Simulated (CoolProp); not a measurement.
Isobutane along the isobar 4.8 bar: Z from the reference equation and from simpler models built on Tc = 134.7 °C, pc = 36.29 bar, ω = 0.184; each cubic takes its own stable root.

The numbers come from the reference Helmholtz-energy equation of state, Bücker 2006 in CoolProp.

```json
[
 {"T (°C)": "73.25", "phase": "gas", "reference": "0.9187", "van der Waals": "0.9388", "Redlich-Kwong": "0.9241", "Soave-Redlich-Kwong": "0.9206"},
 {"T (°C)": "92.25", "phase": "gas", "reference": "0.9325", "van der Waals": "0.9464", "Redlich-Kwong": "0.9354", "Soave-Redlich-Kwong": "0.9333"},
 {"T (°C)": "111.35", "phase": "gas", "reference": "0.9434", "van der Waals": "0.9529", "Redlich-Kwong": "0.9446", "Soave-Redlich-Kwong": "0.9435"},
 {"T (°C)": "130.35", "phase": "gas", "reference": "0.9520", "van der Waals": "0.9583", "Redlich-Kwong": "0.9521", "Soave-Redlich-Kwong": "0.9519"},
 {"T (°C)": "149.45", "phase": "gas", "reference": "0.9590", "van der Waals": "0.9629", "Redlich-Kwong": "0.9583", "Soave-Redlich-Kwong": "0.9589"},
 {"T (°C)": "168.45", "phase": "gas", "reference": "0.9648", "van der Waals": "0.9668", "Redlich-Kwong": "0.9635", "Soave-Redlich-Kwong": "0.9647"},
 {"T (°C)": "187.55", "phase": "gas", "reference": "0.9695", "van der Waals": "0.9703", "Redlich-Kwong": "0.9680", "Soave-Redlich-Kwong": "0.9696"},
 {"T (°C)": "206.55", "phase": "gas", "reference": "0.9735", "van der Waals": "0.9732", "Redlich-Kwong": "0.9717", "Soave-Redlich-Kwong": "0.9737"},
 {"T (°C)": "225.65", "phase": "gas", "reference": "0.9769", "van der Waals": "0.9758", "Redlich-Kwong": "0.9750", "Soave-Redlich-Kwong": "0.9773"},
 {"T (°C)": "244.65", "phase": "gas", "reference": "0.9798", "van der Waals": "0.9781", "Redlich-Kwong": "0.9778", "Soave-Redlich-Kwong": "0.9804"},
 {"T (°C)": "263.75", "phase": "gas", "reference": "0.9823", "van der Waals": "0.9801", "Redlich-Kwong": "0.9802", "Soave-Redlich-Kwong": "0.9830"},
 {"T (°C)": "282.75", "phase": "gas", "reference": "0.9844", "van der Waals": "0.9819", "Redlich-Kwong": "0.9823", "Soave-Redlich-Kwong": "0.9853"},
 {"T (°C)": "301.85", "phase": "gas", "reference": "0.9863", "van der Waals": "0.9835", "Redlich-Kwong": "0.9842", "Soave-Redlich-Kwong": "0.9873"}
]
```
